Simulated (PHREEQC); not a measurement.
A PHREEQC speciation (ion-association model, phreeqc.dat) at 25 °C gives pH 5.92 and these molalities:

```json
[
 {"species": "SO4-2", "mol/kgw": "0.0104"},
 {"species": "Mn+2", "mol/kgw": "0.00685"},
 {"species": "Zn+2", "mol/kgw": "0.00371"},
 {"species": "MnSO4", "mol/kgw": "0.00305"},
 {"species": "ZnSO4", "mol/kgw": "0.00210"},
 {"species": "Zn(SO4)2-2", "mol/kgw": "0.000182"},
 {"species": "ZnOH+", "mol/kgw": "1.98e-6"},
 {"species": "H+", "mol/kgw": "1.40e-6"},
 {"species": "HSO4-", "mol/kgw": "7.08e-7"}
]
```

Problem. What are the element totals, and what could have been dissolved in 1 kg of water to give them?

Solution. Several could match; the one computed here: totals Mn(2) 0.00990, S(6) 0.0159, Zn 0.00600 mol/kgw, from 0.006 mol ZnSO4 and 0.0099 mol MnSO4 per kg of water.

No solid was allowed to form. Species that the database lacks are ignored.
